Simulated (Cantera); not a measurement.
Input (Python, Cantera) and output of one run.

```python
import numpy as np
import cantera as ct

gas_names = """
    H H2 N NH NH2 NH3 N2 N2H2 N2H4 Si SiH SiH2 SiH3 SiH4 SiN Si2 Si2N Si3
""".split()
cond_names = """
    Si(cr) Si(L) Si3N4(a)
""".split()


# ... load() reads the species with a 1 bar reference pressure and builds the phases ...
atoms = {
    'Si3H8': {'Si': 3, 'H': 8},
    'N2': {'N': 2},
}
top_T = {'Si3N4(a)': 2400}  # K; cautious upper limits of use, not melting points


# ... equilibrate(T, P, feed) seeds the gas with the atoms and calls Mixture.equilibrate('TP', solver="vcs", rtol=1e-11, max_steps=5000) ...
results = []
feed = {'Si3H8': 1, 'N2': 54}  # mol
T = 1773.15  # K
P = 1333.22  # Pa
mix = equilibrate(T, P, feed)
results.append((T, P, feed, dict(zip(mix.species_names, mix.species_moles))))
print(gas.report(threshold=1e-06))
for i in range(1, mix.n_phases):
    print(f"{mix.phase(i).name:16s} {mix.phase_moles(i):12.5e} mol")
```

It prints:

```
       temperature   1773.2 K
          pressure   1333.2 Pa
           density   0.0023647 kg/m^3
  mean mol. weight   26.149 kg/kmol
   phase of matter   gas

                          1 kg             1 kmol
                     ---------------   ---------------
          enthalpy        1.8343e+06        4.7965e+07  J
   internal energy        1.2705e+06        3.3222e+07  J
           entropy             10756        2.8125e+05  J/K
    Gibbs function       -1.7237e+07       -4.5074e+08  J
 heat capacity c_p            1352.5             35368  J/K
 heat capacity c_v            1034.6             27053  J/K

                      mass frac. Y      mole frac. X     chem. pot. / RT
                     ---------------   ---------------   ---------------
                 H         2.535e-05        0.00065762           -13.033
                H2         0.0054785          0.071061           -26.065
                N2           0.99437           0.92817           -30.934
                Si         0.0001019        9.4872e-05           -5.7034
               SiH        4.0091e-06        3.6034e-06           -18.736
              SiH2        1.1971e-06        1.0399e-06           -31.769
               SiN        8.1541e-06        5.0656e-06            -21.17
              Si2N        1.3346e-05        4.9731e-06           -26.874
     [  +10 minor]        8.2154e-07        3.6578e-07

Si(L)             0.00000e+00 mol
Si3N4(a)          9.97847e-01 mol
```

Equilibrium computed with Cantera from the NASA thermochemical tables; the gas is ideal and each condensed phase is pure. The feed counts by its element totals alone.
